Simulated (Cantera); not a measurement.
Cantera run, input and output.

```python
import numpy as np
import cantera as ct

gas = ct.Solution("gri30.yaml")
gas.TPX = 473, 100000, {'CH3OH': 1, 'O2': 1, 'N2': 3.76}
inlet = ct.Reservoir(gas, clone=True)
gas.equilibrate("HP")  # start burning
reactor = ct.IdealGasConstPressureReactor(gas, energy="on", clone=False)
exhaust = ct.Reservoir(gas, clone=True)
tau = [0.036, 0.017, 0.0078, 0.0037, 0.0017, 0.0008, 0.00038, 0.00018, 8.3e-05, 3.9e-05][0]
for a, b in ((inlet, reactor), (reactor, exhaust)):
    ct.MassFlowController(a, b, mdot=lambda t: reactor.mass / tau)
net = ct.ReactorNet([reactor])
show = ['CH3OH', 'O2', 'CH2CO', 'H2O', 'CH2O']

rows = []
print(f"{'tau/s':>10s}{'T/K':>9s}" + "".join(f"{s:>11s}" for s in show))
for tau in [0.036, 0.017, 0.0078, 0.0037, 0.0017, 0.0008, 0.00038, 0.00018, 8.3e-05, 3.9e-05]:
    net.initial_time = 0.0
    net.advance(30 * tau)
    before = gas.X
    net.advance(40 * tau)
    drift = np.max(np.abs(gas.X - before) / (gas.X + 1e-9))
    rows.append([gas.T, *gas[show].X, drift])
    print(f"{tau:10.3e}{gas.T:9.1f}" + "".join(f"{x:11.3e}" for x in gas[show].X))
```

Result:

```
     tau/s      T/K      CH3OH         O2      CH2CO        H2O       CH2O
 3.600e-02   2050.7  2.684e-06  1.816e-04  7.194e-09  2.292e-01  2.505e-06
 1.700e-02   2037.8  4.317e-06  3.075e-04  1.057e-08  2.280e-01  3.961e-06
 7.800e-03   2020.9  7.251e-06  5.193e-04  1.650e-08  2.265e-01  6.513e-06
 3.700e-03   2001.3  1.232e-05  8.335e-04  2.677e-08  2.248e-01  1.080e-05
 1.700e-03   1978.4  2.242e-05  1.329e-03  4.875e-08  2.230e-01  1.911e-05
 8.000e-04   1954.7  4.231e-05  2.079e-03  1.003e-07  2.212e-01  3.512e-05
 3.800e-04   1929.3  8.467e-05  3.352e-03  2.459e-07  2.198e-01  6.866e-05
 1.800e-04   1895.3  1.878e-04  5.971e-03  7.662e-07  2.185e-01  1.492e-04
 8.300e-05   1807.9  6.163e-04  1.472e-02  4.158e-06  2.146e-01  4.771e-04
 3.900e-05    473.0  1.736e-01  1.736e-01 -3.043e-20 -3.306e-16 -1.655e-17
```

Model: GRI-Mech 3.0 (53 species, 325 reactions), integrated in Cantera. GRI-Mech 3.0 was tuned for natural gas; its chemistry of methanol as a main component is partial and can be far from experiment.
